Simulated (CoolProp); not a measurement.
Vapour-liquid equilibrium of dimethyl ether (1) + 1-butene (2) at 345.6 K; x and y are mole fractions of (1).

The numbers come from the multi-fluid Helmholtz-energy mixture model, Wu 2011 and Lemmon 2005; pair parameters Bell 2016 in CoolProp.

| x | bubble pressure (bar) | y at the bubble point | dew pressure at overall composition x (bar) | liquid density (mol/L) |
|---|---|---|---|---|
| 0.05 | 10.71 | … | 10.46 | 9.411 |
| 0.125 | 11.54 | 0.204 | 10.96 | 9.579 |
| 0.2 | 12.34 | 0.305 | 11.51 | 9.755 |
| 0.275 | 13.10 | 0.394 | 12.09 | 9.940 |
| 0.35 | 13.83 | 0.474 | 12.71 | 10.13 |
| 0.425 | 14.54 | 0.546 | 13.38 | 10.34 |
| 0.5 | 15.21 | 0.613 | 14.09 | 10.56 |
| 0.575 | 15.86 | 0.676 | 14.82 | 10.79 |
| 0.65 | … | 0.736 | 15.59 | 11.03 |
| 0.725 | 17.08 | 0.794 | 16.37 | 11.30 |
| 0.8 | 17.65 | 0.850 | 17.14 | 11.58 |
| 0.875 | 18.20 | 0.906 | 17.90 | 11.88 |
| 0.95 | 18.72 | 0.962 | … | 12.21 |

Task: Complete the blanks.

Result: 
- 0.05, y at the bubble point: 0.088
- 0.65, bubble pressure (bar): 16.48
- 0.95, dew pressure at overall composition x (bar): 18.61

No azeotrope shows between x = 0.05 and 0.95.

Pair parameters are fitted to limited data, so mixtures are less certain than the pure fluids.
